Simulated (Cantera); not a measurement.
An adiabatic, constant-pressure homogeneous reactor starts with 1.59 % CH₄, 6.13 % O₂, 92.3 % N₂, equivalence ratio 0.52, at 1050 K and 11.0 bar.

Model: GRI-Mech 3.0 (53 species, 325 reactions), integrated in Cantera.

Predict: time of steepest temperature rise; temperature at 0.100 s; equilibrium temperature; x(O₂) at 0.100 s; x(H₂) at 0.100 s.


```json
{
  "time_of_steepest_temperature_rise": "93.0 ms",
  "temperature at 0.100 s": "1419 K",
  "equilibrium_temperature": "1418 K",
  "x(O₂) at 0.100 s": "0.0294 (gas-phase equilibrium 0.0293)",
  "x(H₂) at 0.100 s": "4.11e-7 (gas-phase equilibrium 3.35e-8)"
}
```
